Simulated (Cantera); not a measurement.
Cantera run, input and output.

```python
import numpy as np
import cantera as ct

gas = ct.Solution("gri30.yaml")
gas.TPX = 375, 13332, {'CO': 1, 'H2': 0.79, 'O2': 0.994, 'N2': 2.69}
flame = ct.FreeFlame(gas, width=0.16)
flame.set_refine_criteria(ratio=3, slope=0.08, curve=0.16)
flame.transport_model = "mixture-averaged"
flame.solve(loglevel=0, auto=True)
z, T = flame.grid, flame.T
thick = (T[-1] - T[0]) / np.gradient(T, z).max()
show = ['CO', 'H2', 'O2', 'N2O', 'OH', 'O']
print(f"laminar burning velocity  {flame.velocity[0] * 100:.3f} cm/s")
print(f"burnt temperature         {T[-1]:.1f} K")
print(f"thermal thickness         {thick * 1e3:.4f} mm")
print(f"grid points               {len(z)}")
z0 = z[flame.heat_release_rate.argmax()]
print(f"{'z/mm':>9s}{'T/K':>9s}{'u/(m/s)':>9s}" + "".join(f"{s:>11s}" for s in show))
rows = []
for k in (-3, -2, -1.5, -1, -0.5, -0.25, 0, 0.25, 0.5, 1, 2, 4, 8):
    zz = z0 + k * thick
    rows.append([k * thick, np.interp(zz, z, T), np.interp(zz, z, flame.velocity),
                 *(np.interp(zz, z, flame.X[gas.species_index(s)]) for s in show)])
    print(f"{rows[-1][0] * 1e3:9.3f}{rows[-1][1]:9.1f}{rows[-1][2]:9.3f}" + "".join(f"{x:11.3e}" for x in rows[-1][3:]))
```

Output:

```
laminar burning velocity  201.552 cm/s
burnt temperature         2405.1 K
thermal thickness         6.2181 mm
grid points               159
     z/mm      T/K  u/(m/s)         CO         H2         O2        N2O         OH          O
  -18.654    375.0    2.016  1.827e-01  1.443e-01  1.816e-01 -4.392e-23  8.259e-20  1.023e-16
  -12.436    375.0    2.016  1.827e-01  1.443e-01  1.816e-01 -4.381e-23  5.717e-18  7.079e-15
   -9.327    375.0    2.016  1.827e-01  1.443e-01  1.816e-01 -3.973e-23  3.419e-16  4.233e-13
   -6.218    375.0    2.015  1.827e-01  1.443e-01  1.816e-01  4.062e-22  4.511e-14  5.557e-11
   -3.109    375.9    2.018  1.829e-01  1.435e-01  1.817e-01  1.834e-17  8.422e-08  1.464e-07
   -1.555    546.5    2.896  1.798e-01  1.280e-01  1.784e-01  2.088e-12  4.436e-04  7.071e-05
    0.000   1038.8    5.373  1.585e-01  5.768e-02  1.404e-01  1.925e-09  2.120e-03  7.082e-03
    1.555   1368.7    6.958  1.102e-01  1.726e-02  8.334e-02  1.171e-08  6.566e-03  2.185e-02
    3.109   1521.7    7.621  8.234e-02  1.736e-02  6.827e-02  1.332e-08  9.366e-03  2.410e-02
    6.218   1672.8    8.268  7.169e-02  1.830e-02  6.180e-02  1.410e-08  1.218e-02  2.278e-02
   12.436   1826.7    8.929  7.251e-02  1.714e-02  5.934e-02  1.622e-08  1.450e-02  1.944e-02
   24.872   1986.4    9.594  7.076e-02  1.500e-02  5.633e-02  1.965e-08  1.608e-02  1.531e-02
   49.744   2142.4   10.221  6.530e-02  1.240e-02  5.237e-02  2.750e-08  1.659e-02  1.123e-02
```

Cantera simulation using GRI-Mech 3.0 (53 species, 325 reactions); the numbers are that mechanism's predictions, not measurements. Burning velocities carry a grid error of a few per cent, more on coarse grids.
